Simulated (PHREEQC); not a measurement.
Acid mine or pickling water: an equilibrium model

Synthetic water in mg/kgw, 25 °C, pH 3.01, pe 10.9:

```
constituent  mg/kgw
-----------  ------
Na              427
K               191
Ca              204
Mg               89
Cl              453
S(6) as SO4    1480
Zn             28.2
Mn(2)          30.9
```

Valence states are taken as typed.

Computed with PHREEQC (ion-association model, phreeqc.dat).

No solid was allowed to form.

Problem. What ionic strength, charge-balance error does the model give?

Solution. ionic strength 0.0545 mol/kgw; charge-balance error 1.5 %.

Problem. In which forms is Zn present?

Solution. Zn+2 63 %, ZnSO4 33 %, Zn(SO4)2-2 3.1 %, ZnCl+ 1.0 % of the Zn.

Species that the database lacks are ignored.
